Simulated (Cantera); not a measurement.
A Cantera script and what it prints.

```python
import numpy as np
import cantera as ct

gas_names = """
    CL CL2 H HCL H2 Si SiCL SiCL2 SiCL3 SiCL4 SiH SiHCL3 SiH2 SiH2CL2 SiH3 SiH3CL SiH4 Si2 Si3
""".split()
cond_names = """
    Si(cr) Si(L)
""".split()


# ... load() reads the species with a 1 bar reference pressure and builds the phases ...
atoms = {
    'Si2H6': {'Si': 2, 'H': 6},
    'Cl2': {'CL': 2},
    'H2': {'H': 2},
}
top_T = {}  # K; cautious upper limits of use, not melting points


# ... equilibrate(T, P, feed) seeds the gas with the atoms and calls Mixture.equilibrate('TP', solver="vcs", rtol=1e-11, max_steps=5000) ...
results = []
feed = {'Si2H6': 1, 'Cl2': 0.0097, 'H2': 360}  # mol
T = 1598  # K
P = 20000  # Pa
mix = equilibrate(T, P, feed)
results.append((T, P, feed, dict(zip(mix.species_names, mix.species_moles))))
print(gas.report(threshold=0.001))
for i in range(1, mix.n_phases):
    print(f"{mix.phase(i).name:16s} {mix.phase_moles(i):12.5e} mol")
```

Result:

```
       temperature   1598 K
          pressure   20000 Pa
           density   0.0030375 kg/m^3
  mean mol. weight   2.0179 kg/kmol
   phase of matter   gas

                          1 kg             1 kmol
                     ---------------   ---------------
          enthalpy        1.9597e+07        3.9545e+07  J
   internal energy        1.3013e+07        2.6259e+07  J
           entropy             96314        1.9435e+05  J/K
    Gibbs function       -1.3431e+08       -2.7103e+08  J
 heat capacity c_p             16227             32744  J/K
 heat capacity c_v             12106             24429  J/K

                      mass frac. Y      mole frac. X     chem. pot. / RT
                     ---------------   ---------------   ---------------
                H2           0.99888           0.99982           -20.399
     [  +18 minor]         0.0011153        0.00017851

Si(cr)            1.99779e+00 mol
```

Method: chemical equilibrium by Gibbs-energy minimisation in Cantera with the NASA 1993 tables (ideal gas, pure condensed phases). The feed counts by its element totals alone.
